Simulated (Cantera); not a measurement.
Input: 1 mol BF3, 0.17 mol H2O, 2.5 mol N2, at 0.133 bar.

These are equilibrium values from Cantera (NASA tables, ideal gas, pure condensed phases), not measurements of a reactor. Candidate condensed phases: B, BN, B2O3, B3O3H3, H2O; 62 gas species. Gases not in the tables: H3BO3. Equilibrium is a limit: real reactors are often held back by kinetics, nucleation or transport.

**Question.** At 1298 K, list the 6 most abundant gas species with their mole fractions, and the condensed phases.

**Answer.** N2 0.667, BF3 0.229, HF 0.0762, BOF 0.0125, B3O3F3 0.00835, H2O 0.00707. Condensed: gas only.
